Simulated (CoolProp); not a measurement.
n-perfluorohexane along the isotherm 272.3 K: fugacity coefficient from the reference equation and from simpler models built on Tc = 448.0 K, pc = 17.42 bar, ω = 0.497; each cubic takes its own stable root.

Model: reference Helmholtz-energy equation of state, Gao 2022, in CoolProp.

```csv
p (bar),phase,reference,van der Waals,Redlich-Kwong,Soave-Redlich-Kwong,Peng-Robinson
15.8,liquid,0.005917,0.1168,0.02936,0.006045,0.006216
31.7,liquid,0.003376,0.07386,0.01724,0.003519,0.003557
47.5,liquid,0.002575,0.06222,0.01352,0.002738,0.002721
63.3,liquid,0.002208,0.05875,0.01191,0.002393,0.002339
79.2,liquid,0.002018,0.05902,0.01117,?,0.002142
95,liquid,0.001921,0.06163,0.01090,0.002162,?
111,liquid,0.001880,0.06612,0.01093,0.002156,?
127,liquid,0.001878,0.07232,0.01119,0.002194,0.002007
142,liquid,0.001903,0.07971,0.01159,0.002262,0.002038
158,liquid,0.001953,0.08939,0.01217,0.002365,0.002096
174,liquid,0.002025,0.1012,0.01291,?,?
```

**Question.** Fill in the missing entries.

**Answer.** 
- 79.2, Soave-Redlich-Kwong: 0.002229
- 95, Peng-Robinson: 0.002044
- 111, Peng-Robinson: 0.002005
- 174, Soave-Redlich-Kwong: 0.002496
- 174, Peng-Robinson: 0.002178
